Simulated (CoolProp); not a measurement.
Properties of ethylene along the isobar 0.178 MPa.

Computed with CoolProp (reference Helmholtz-energy equation of state, Smukala 2000).

```json
[
 {"T (°C)": "-96.15", "phase": "liquid", "cp (kJ/(kg K))": "?", "speed of sound (m/s)": "1250", "expansivity (1/kK)": "2.651", "fugacity coefficient": "?"},
 {"T (°C)": "-82.35", "phase": "gas", "cp (kJ/(kg K))": "1.334", "speed of sound (m/s)": "?", "expansivity (1/kK)": "5.957", "fugacity coefficient": "0.9611"},
 {"T (°C)": "-68.55", "phase": "gas", "cp (kJ/(kg K))": "1.335", "speed of sound (m/s)": "275.7", "expansivity (1/kK)": "5.405", "fugacity coefficient": "?"},
 {"T (°C)": "-54.75", "phase": "gas", "cp (kJ/(kg K))": "1.348", "speed of sound (m/s)": "284.9", "expansivity (1/kK)": "4.966", "fugacity coefficient": "?"},
 {"T (°C)": "-40.95", "phase": "gas", "cp (kJ/(kg K))": "1.370", "speed of sound (m/s)": "293.6", "expansivity (1/kK)": "4.604", "fugacity coefficient": "0.9785"},
 {"T (°C)": "-27.15", "phase": "gas", "cp (kJ/(kg K))": "1.399", "speed of sound (m/s)": "301.7", "expansivity (1/kK)": "4.298", "fugacity coefficient": "0.9820"},
 {"T (°C)": "-13.35", "phase": "gas", "cp (kJ/(kg K))": "1.432", "speed of sound (m/s)": "309.4", "expansivity (1/kK)": "4.036", "fugacity coefficient": "0.9847"},
 {"T (°C)": "0.55", "phase": "gas", "cp (kJ/(kg K))": "1.471", "speed of sound (m/s)": "?", "expansivity (1/kK)": "3.805", "fugacity coefficient": "0.9869"},
 {"T (°C)": "14.35", "phase": "gas", "cp (kJ/(kg K))": "1.512", "speed of sound (m/s)": "323.8", "expansivity (1/kK)": "3.602", "fugacity coefficient": "0.9888"},
 {"T (°C)": "28.15", "phase": "gas", "cp (kJ/(kg K))": "1.555", "speed of sound (m/s)": "330.5", "expansivity (1/kK)": "3.422", "fugacity coefficient": "0.9903"},
 {"T (°C)": "41.95", "phase": "gas", "cp (kJ/(kg K))": "?", "speed of sound (m/s)": "?", "expansivity (1/kK)": "3.260", "fugacity coefficient": "0.9916"},
 {"T (°C)": "55.75", "phase": "gas", "cp (kJ/(kg K))": "1.647", "speed of sound (m/s)": "343.5", "expansivity (1/kK)": "3.114", "fugacity coefficient": "0.9926"},
 {"T (°C)": "69.55", "phase": "gas", "cp (kJ/(kg K))": "1.695", "speed of sound (m/s)": "349.7", "expansivity (1/kK)": "2.980", "fugacity coefficient": "0.9935"}
]
```

What belongs in the gaps?


- -96.15, cp (kJ/(kg K)): 2.433
- -96.15, fugacity coefficient: 0.8361
- -82.35, speed of sound (m/s): 265.7
- -68.55, fugacity coefficient: 0.9686
- -54.75, fugacity coefficient: 0.9742
- 0.55, speed of sound (m/s): 316.7
- 41.95, cp (kJ/(kg K)): 1.601
- 41.95, speed of sound (m/s): 337.1
